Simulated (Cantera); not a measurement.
**Transport properties of process gases**

Gas mixture: N₂ : O₂ = 0.37 : 0.44 (molar parts), at 5.00 bar, frozen composition.

Cantera's kinetic-theory transport with the Lennard-Jones parameters of GRI-Mech 3.0, ideal gas; thermal conductivity in the mixture-averaged form.

| T (K) | ρ (kg/m³) | cp (J/kg/K) | μ (µPa s) | λ (mW/m/K) | Pr | D (cm²/s) NO | D (cm²/s) CH₄ | D (cm²/s) O |
|---|---|---|---|---|---|---|---|---|
| 400 | 4.54 | 986.0 | 24.1 | 33.4 | 0.713 | 0.0687 | 0.0760 | 0.109 |
| 550 | 3.30 | 1020 | 30.2 | 43.5 | 0.708 | 0.119 | 0.132 | 0.188 |
| 700 | 2.59 | 1058 | 35.5 | 53.2 | 0.707 | 0.178 | 0.199 | 0.282 |
| 850 | 2.14 | 1094 | 40.4 | 62.5 | 0.708 | 0.247 | 0.276 | 0.390 |
| 1000 | 1.81 | 1124 | 45.0 | 71.3 | 0.709 | 0.324 | 0.363 | 0.512 |
| 1150 | 1.58 | 1145 | 49.3 | 79.7 | 0.708 | 0.408 | 0.458 | 0.645 |
D: mixture-averaged diffusion coefficient of that species in the mixture.
